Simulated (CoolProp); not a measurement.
Saturated liquid density (kg/m³) of R1132(E): the reference equation beside estimates from Tc = 75.7 °C, pc = 5174 kPa, ω = 0.245.

The numbers come from the reference Helmholtz-energy equation of state, Akasaka 2024 in CoolProp.

```json
[
 {"T (°C)": "-14.15", "reference": "[?]", "Redlich-Kwong": "900.3", "Peng-Robinson": "1064"},
 {"T (°C)": "-9.45", "reference": "1031", "Redlich-Kwong": "885.2", "Peng-Robinson": "1048"},
 {"T (°C)": "-4.75", "reference": "1017", "Redlich-Kwong": "869.5", "Peng-Robinson": "1031"},
 {"T (°C)": "0.05", "reference": "1002", "Redlich-Kwong": "852.9", "Peng-Robinson": "1012"},
 {"T (°C)": "4.75", "reference": "987.3", "Redlich-Kwong": "836.1", "Peng-Robinson": "993.5"},
 {"T (°C)": "9.45", "reference": "[?]", "Redlich-Kwong": "818.7", "Peng-Robinson": "973.8"},
 {"T (°C)": "14.15", "reference": "956.1", "Redlich-Kwong": "800.6", "Peng-Robinson": "953.1"},
 {"T (°C)": "18.85", "reference": "939.5", "Redlich-Kwong": "781.8", "Peng-Robinson": "931.2"},
 {"T (°C)": "23.55", "reference": "922.0", "Redlich-Kwong": "762.1", "Peng-Robinson": "908.2"},
 {"T (°C)": "28.25", "reference": "903.7", "Redlich-Kwong": "741.5", "Peng-Robinson": "883.7"},
 {"T (°C)": "32.95", "reference": "884.3", "Redlich-Kwong": "719.9", "Peng-Robinson": "857.7"},
 {"T (°C)": "37.65", "reference": "863.7", "Redlich-Kwong": "697.1", "Peng-Robinson": "829.9"},
 {"T (°C)": "42.35", "reference": "841.6", "Redlich-Kwong": "672.9", "Peng-Robinson": "800.0"},
 {"T (°C)": "47.05", "reference": "817.7", "Redlich-Kwong": "[?]", "Peng-Robinson": "767.7"}
]
```

Task: Some entries are withheld; supply them.

Result: 
- -14.15, reference: 1044
- 9.45, reference: 972.0
- 47.05, Redlich-Kwong: 647.0

Absolute difference from the reference over all 14 rows, mean and median: Redlich-Kwong 16.8 and 16.5 %, Peng-Robinson 2.1 and 1.6 %.
